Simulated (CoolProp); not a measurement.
Saturation properties of dimethyl ether.

Computed with CoolProp (reference Helmholtz-energy equation of state, Wu 2011).

```
T (K)  p (MPa)  surface tension (mN/m)  vapour viscosity (µPa s)
-----  -------  ----------------------  ------------------------
319.8    1.053                    8.38                      10.0
328.1    1.288                    7.31                      10.3
336.4    1.558                    6.27                      10.7
344.7    1.869                    5.26                      11.0
353.1    2.227                    4.28                      11.5
361.4    2.629                    3.36                      12.0
369.7    3.084                    2.48                      12.7
378      3.596                    1.67                      13.6
```

It boils at 248.4 K under 1 atm.

Viscosity comes from a separate model (Meng 2012). Surface tension comes from a separate correlation (Mulero 2012).
